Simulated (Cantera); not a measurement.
Gas mixture: O₂ : NO = 0.77 : 0.44 (molar parts), at 0.000118 atm, frozen composition.

Cantera's kinetic-theory transport with the Lennard-Jones parameters of GRI-Mech 3.0, ideal gas; thermal conductivity in the multicomponent form. The composition is frozen, though it would react at the higher temperatures.

One state of this run: ρ (kg/m³) = 2.74e-5; cp (J/kg/K) = 1172; μ (µPa s) = 63.8; λ (mW/m/K) = 106; Pr = 0.708; D (cm²/s) NH₃ = 39100; D (cm²/s) H = 194000; D (cm²/s) H₂O = 41700. D: mixture-averaged diffusion coefficient of that species in the mixture.

**Question.** Which value of T (K) does it belong to?
A) 900
B) 400
C) 1650
D) 650

**Answer.** C, 1650
